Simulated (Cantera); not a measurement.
Charge: 1 mol Al2O3, 12 mol Cl2, at 1748.15 K and 13.3 mbar.

Cantera equilibrium calculation (NASA polynomials, part measured and part estimated; ideal gas, pure solids and liquids). Candidate condensed phases: Al, AlCl3, Al2O3; 17 gas species. Rates play no part.

Base state: Cl 0.814, Cl2 0.146, AlCl3 0.0225, O2 0.0167, ClO 0.000227, O 8.23e-5 (mole fractions); condensed: Al2O3(s).

Problem. What changes in the equilibrium state with this change: Al2O3 replaced by MgO?

Solution. 
```json
[
 {"species": "Cl", "before": "0.814", "after": "0.790"},
 {"species": "Cl2", "before": "0.146", "after": "0.138"},
 {"species": "MgCl2", "before": "0", "after": "0.0484"},
 {"species": "AlCl3", "before": "0.0225", "after": "0"},
 {"species": "O2", "before": "0.0167", "after": "0.0240"},
 {"species": "O", "before": "8.23e-5", "after": "9.86e-5"},
 {"species": "ClO", "before": "0.000227", "after": "0.000264"},
 {"species": "Al2O3(s), mol", "before": "0.770", "after": "0"}
]
```
Further candidate phases: Mg, MgCl2, MgO.
